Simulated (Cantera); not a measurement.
A Cantera script and what it prints.

```python
import numpy as np
import cantera as ct

gas_names = """
    F F2 H HF H2 H2F2 H3F3 H4F4 H5F5 H6F6 H7F7 N NF NF2 NF3 NH NH2 NH3 N2 N2H2 N2H4 Si SiF SiF2 SiF3
    SiF4 SiH SiHF3 SiH2 SiH2F2 SiH3 SiH3F SiH4 SiN Si2 Si2N Si3
""".split()
cond_names = """
    Si(cr) Si(L) Si3N4(a)
""".split()


# ... load() reads the species with a 1 bar reference pressure and builds the phases ...
atoms = {
    'Si': {'Si': 1},
    'F2': {'F': 2},
    'H2': {'H': 2},
    'NF3': {'N': 1, 'F': 3},
}
top_T = {'Si3N4(a)': 2400}  # K; cautious upper limits of use, not melting points


# ... equilibrate(T, P, feed) seeds the gas with the atoms and calls Mixture.equilibrate('TP', solver="vcs", rtol=1e-11, max_steps=5000) ...
results = []
feed = {'Si': 1, 'F2': 9.6, 'H2': 0.71, 'NF3': 2.1}  # mol
T = 848.15  # K
P = 7.1  # Pa
mix = equilibrate(T, P, feed)
results.append((T, P, feed, dict(zip(mix.species_names, mix.species_moles))))
print(gas.report(threshold=0.001))
for i in range(1, mix.n_phases):
    print(f"{mix.phase(i).name:16s} {mix.phase_moles(i):12.5e} mol")
```

Result:

```
       temperature   848.15 K
          pressure   7.1 Pa
           density   2.618e-05 kg/m^3
  mean mol. weight   26.003 kg/kmol
   phase of matter   gas

                          1 kg             1 kmol
                     ---------------   ---------------
          enthalpy       -9.3794e+05       -2.4389e+07  J
   internal energy       -1.2091e+06       -3.1441e+07  J
           entropy             11134        2.8953e+05  J/K
    Gibbs function       -1.0382e+07       -2.6995e+08  J
 heat capacity c_p            1084.7             28205  J/K
 heat capacity c_v            764.95             19891  J/K

                      mass frac. Y      mole frac. X     chem. pot. / RT
                     ---------------   ---------------   ---------------
                 F           0.51657           0.70702             -18.8
                F2           0.18547           0.12693           -37.601
                HF          0.052281          0.067951           -73.185
                N2          0.054129          0.050243           -36.999
              SiF4           0.19154          0.047853           -279.67
     [  +32 minor]        1.3093e-05        4.7963e-06

Si(cr)            0.00000e+00 mol
Si3N4(a)          0.00000e+00 mol
```

Method: chemical equilibrium by Gibbs-energy minimisation in Cantera with the NASA 1993 tables (ideal gas, pure condensed phases).
